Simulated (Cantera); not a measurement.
Feed: 1 mol SiO₂, a varied amount of CO, 6.6 mol H₂, at 1948 K and 25.0 mbar.

Equilibrium computed with Cantera from the NASA thermochemical tables; the gas is ideal and each condensed phase is pure. Candidate condensed phases: C, C₆H₆, C₇H₈, C₈H₁₈, H₂O, Si, SiC, SiO₂; 123 gas species. The tables hold silica as quartz up to 1696 K and as liquid above; real silica turns to tridymite and cristobalite and melts near 1996 K. Equilibrium is a limit: real reactors are often held back by kinetics, nucleation or transport.

Task: What share of the Si ends up in condensed phases as a function of n(CO) (mol), at 0.89, 1.4, 2.2, 3.4, 5.2, 8.1, 13, 20?

Result: 
```tsv
n(CO) (mol)	Si condensed (%)	as
0.89	74.8	SiO₂(condensed)
1.4	73.8	SiO₂(condensed)
2.2	72.1	SiO₂(condensed)
3.4	69.8	SiO₂(condensed)
5.2	66.3	SiO₂(condensed)
8.1	60.9	SiO₂(condensed)
13	52.0	SiO₂(condensed)
20	39.6	SiO₂(condensed)
```
